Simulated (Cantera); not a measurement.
A Cantera script and its output.

```python
import numpy as np
import cantera as ct

gas = ct.Solution("SiF4_NH3_mec.yaml", "gas")
gas.TPX = 2098, 100000, {'NH3': 1, 'N2': 5.5}
reactor = ct.IdealGasConstPressureReactor(gas, energy="off", clone=False)
net = ct.ReactorNet([reactor])
net.rtol, net.atol = 1e-08, 1e-18
show = ['NH3', 'H', 'NH', 'N', 'N2H4']
times = np.geomspace(3e-06, 3, 15)

steps = ct.SolutionArray(gas, extra=["t"])
rows = []
print(f"{'t/s':>10s}{'T/K':>9s}{'P/Pa':>11s}" + "".join(f"{s:>11s}" for s in show))
for t in times:
    while net.time < t:
        t_next = net.step()
        steps.append(gas.state, t=t_next)
    rows.append([np.interp(t, steps.t, y) for y in (steps.T, steps.P, *steps(*show).X.T)])
    print(f"{t:10.3e}{rows[-1][0]:9.1f}{rows[-1][1]:11.4g}" + "".join(f"{x:11.3e}" for x in rows[-1][2:]))
rate = np.gradient(steps.T, steps.t)
print("integrator steps:", len(steps.t))
if steps.T.max() > steps.T[0] + 200:
    print(f"time of steepest temperature rise: {steps.t[rate.argmax()]:.4e} s")
gas.TPX = 2098, 100000, {'NH3': 1, 'N2': 5.5}
gas.equilibrate("TP")
print(f"equilibrium (TP): T = {gas.T:.1f} K  " + "  ".join(f"{s} {gas[s].X[0]:.3e}" for s in show))
```

Output:

```
       t/s      T/K       P/Pa        NH3          H         NH          N       N2H4
 3.000e-06   2098.0      1e+05  1.538e-01  1.060e-06  8.025e-09  4.444e-12  1.420e-10
 8.048e-06   2098.0      1e+05  1.538e-01  1.067e-06  7.524e-08  1.078e-10  1.092e-09
 2.159e-05   2098.0      1e+05  1.536e-01  1.138e-06  6.778e-07  2.153e-09  7.887e-09
 5.792e-05   2098.0      1e+05  1.533e-01  1.768e-06  3.575e-06  1.611e-08  4.942e-08
 1.554e-04   2098.0      1e+05  1.523e-01  4.795e-06  8.184e-06  6.234e-08  1.488e-07
 4.168e-04   2098.0      1e+05  1.494e-01  1.172e-05  1.060e-05  1.855e-07  1.500e-07
 1.118e-03   2098.0      1e+05  1.422e-01  2.663e-05  1.297e-05  4.882e-07  1.122e-07
 3.000e-03   2098.0      1e+05  1.248e-01  5.974e-05  1.510e-05  1.003e-06  7.351e-08
 8.048e-03   2098.0      1e+05  8.905e-02  1.342e-04  1.515e-05  1.474e-06  3.891e-08
 2.159e-02   2098.0      1e+05  3.841e-02  2.959e-04  1.181e-05  1.680e-06  1.120e-08
 5.792e-02   2098.0      1e+05  5.207e-03  6.781e-04  5.457e-06  1.477e-06  6.555e-10
 1.554e-01   2098.0      1e+05  1.868e-04  1.344e-03  7.372e-07  3.893e-07  3.116e-12
 4.168e-01   2098.0      1e+05  3.316e-05  1.381e-03  1.382e-07  7.496e-08  1.035e-13
 1.118e+00   2098.0      1e+05  1.028e-05  1.382e-03  4.291e-08  2.330e-08  9.966e-15
 3.000e+00   2098.0      1e+05  3.749e-06  1.382e-03  1.565e-08  8.499e-09  1.326e-15
integrator steps: 1962
equilibrium (TP): T = 2098.0 K  NH3 1.365e-06  H 1.382e-03  NH 5.697e-09  N 3.094e-09  N2H4 1.761e-16
```

Model: the gas-phase N/H chemistry of the illustrative SiF4/NH3 mechanism in the Surface Chemkin manual (1991), integrated in Cantera. Walls and surfaces, which speed up NH3 decomposition in real reactors, are not modelled.
